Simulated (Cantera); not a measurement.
Input (Python, Cantera) and output of one run.

```python
import numpy as np
import cantera as ct

gas_names = """
    Cu CuF CuF2 Cu2 F F2 H HF H2 H2F2 H3F3 H4F4 H5F5 H6F6 H7F7
""".split()
cond_names = """
    Cu(cr) Cu(L) CuF2(s) CuF2(L)
""".split()


def load(file, names, dense=False):
    # The tables refer to 1 bar. Condensed volumes are neglected.
    table = {s.name: s for s in ct.Species.list_from_file(file)}
    out = []
    for n in names:
        d = dict(table[n].input_data)
        d["thermo"] = dict(d["thermo"], **{"reference-pressure": 1e5})
        if dense:
            d["equation-of-state"] = {"model": "constant-volume", "density": "1e6 g/cm^3"}
        out.append(ct.Species.from_dict(d))
    return out


gas = ct.Solution(thermo="ideal-gas", species=load("nasa_gas.yaml", gas_names))
cond = {s.name: ct.Solution(thermo="fixed-stoichiometry", species=[s], name=s.name)
        for s in load("nasa_condensed.yaml", cond_names, dense=True)}
atoms = {
    'CuF2': {'Cu': 1, 'F': 2},
    'H2': {'H': 2},
}
top_T = {}  # K; cautious upper limits of use, not melting points


def equilibrate(T, P, feed):
    n = {}
    for name, mol in feed.items():
        for a, k in atoms[name].items():
            n[a] = n.get(a, 0.0) + k * mol
    gas.TPX = T, P, n
    mass = sum(n.values()) * gas.mean_molecular_weight
    gas.equilibrate("TP")
    valid = [c for c in cond.values() if c.min_temp <= T <= top_T.get(c.name, c.max_temp)]
    mix = ct.Mixture([(gas, mass / gas.mean_molecular_weight)] + [(c, 0.0) for c in valid])
    mix.T, mix.P = T, P
    mix.equilibrate("TP", solver="vcs", rtol=1e-11, max_steps=5000)
    return mix


results = []
P = 1000  # Pa
for T in [1150, 1225, 1300, 1375, 1450, 1525, 1600, 1675, 1750, 1825, 1900, 1975, 2050]:
    for m in [12, 17, 22, 30, 41, 56, 75, 100, 140]:
        feed = {'CuF2': 1, 'H2': m}  # mol
        mix = equilibrate(T, P, feed)
        results.append((T, P, feed, dict(zip(mix.species_names, mix.species_moles))))

for T, P, feed, n in results:
    print(f"{T:7g} {feed['H2']:10.4g}  " + (" + ".join(c for c in cond_names if n.get(c, 0) > 1e-12) or "gas only"))
```

Output:

```
   1150         12  Cu(cr)
   1150         17  Cu(cr)
   1150         22  Cu(cr)
   1150         30  Cu(cr)
   1150         41  Cu(cr)
   1150         56  Cu(cr)
   1150         75  Cu(cr)
   1150        100  Cu(cr)
   1150        140  Cu(cr)
   1225         12  Cu(cr)
   1225         17  Cu(cr)
   1225         22  Cu(cr)
   1225         30  Cu(cr)
   1225         41  Cu(cr)
   1225         56  Cu(cr)
   1225         75  Cu(cr)
   1225        100  Cu(cr)
   1225        140  Cu(cr)
   1300         12  Cu(cr)
   1300         17  Cu(cr)
   1300         22  Cu(cr)
   1300         30  Cu(cr)
   1300         41  Cu(cr)
   1300         56  Cu(cr)
   1300         75  Cu(cr)
   1300        100  Cu(cr)
   1300        140  Cu(cr)
   1375         12  Cu(L)
   1375         17  Cu(L)
   1375         22  Cu(L)
   1375         30  Cu(L)
   1375         41  Cu(L)
   1375         56  Cu(L)
   1375         75  Cu(L)
   1375        100  Cu(L)
   1375        140  Cu(L)
   1450         12  Cu(L)
   1450         17  Cu(L)
   1450         22  Cu(L)
   1450         30  Cu(L)
   1450         41  Cu(L)
   1450         56  Cu(L)
   1450         75  Cu(L)
   1450        100  Cu(L)
   1450        140  Cu(L)
   1525         12  Cu(L)
   1525         17  Cu(L)
   1525         22  Cu(L)
   1525         30  Cu(L)
   1525         41  Cu(L)
   1525         56  Cu(L)
   1525         75  Cu(L)
   1525        100  Cu(L)
   1525        140  Cu(L)
   1600         12  Cu(L)
   1600         17  Cu(L)
   1600         22  Cu(L)
   1600         30  Cu(L)
   1600         41  Cu(L)
   1600         56  Cu(L)
   1600         75  Cu(L)
   1600        100  Cu(L)
   1600        140  Cu(L)
   1675         12  Cu(L)
   1675         17  Cu(L)
   1675         22  Cu(L)
   1675         30  Cu(L)
   1675         41  Cu(L)
   1675         56  Cu(L)
   1675         75  Cu(L)
   1675        100  gas only
   1675        140  gas only
   1750         12  Cu(L)
   1750         17  Cu(L)
   1750         22  Cu(L)
   1750         30  Cu(L)
   1750         41  gas only
   1750         56  gas only
   1750         75  gas only
   1750        100  gas only
   1750        140  gas only
   1825         12  gas only
   1825         17  gas only
   1825         22  gas only
   1825         30  gas only
   1825         41  gas only
   1825         56  gas only
   1825         75  gas only
   1825        100  gas only
   1825        140  gas only
   1900         12  gas only
   1900         17  gas only
   1900         22  gas only
   1900         30  gas only
   1900         41  gas only
   1900         56  gas only
   1900         75  gas only
   1900        100  gas only
   1900        140  gas only
   1975         12  gas only
   1975         17  gas only
   1975         22  gas only
   1975         30  gas only
   1975         41  gas only
   1975         56  gas only
   1975         75  gas only
   1975        100  gas only
   1975        140  gas only
   2050         12  gas only
   2050         17  gas only
   2050         22  gas only
   2050         30  gas only
   2050         41  gas only
   2050         56  gas only
   2050         75  gas only
   2050        100  gas only
   2050        140  gas only
```

These are equilibrium values from Cantera (NASA tables, ideal gas, pure condensed phases), not measurements of a reactor.
